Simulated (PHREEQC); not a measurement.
## Reverse-osmosis permeate (model solution)

A made-up water analysis in mg/L, 45 °C, pH 6.01, pe 0.6:

| constituent | mg/L |
|---|---|
| Na | 0.499 |
| K | 1.13 |
| Ca | 2.56 |
| Mg | 0.939 |
| Cl | 1.74 |
| S(6) as SO4 | 2.77 |
| Alkalinity as HCO3 | 9.59 |
| B | 0.00593 |
| Sr | 0.00246 |

Valence states are taken as typed.

The numbers come from PHREEQC with the ion-association model, wateq4f.dat.

This is a speciation only: nothing precipitates in the calculation.

Problem. What charge-balance error does the model give?

Solution. charge-balance error -1.6 %.

Problem. In which forms is C present?

Solution. CO2 65 %, HCO3- 35 % of the C.

Species that the database lacks are ignored. Constants without temperature data keep their 25 °C values here.
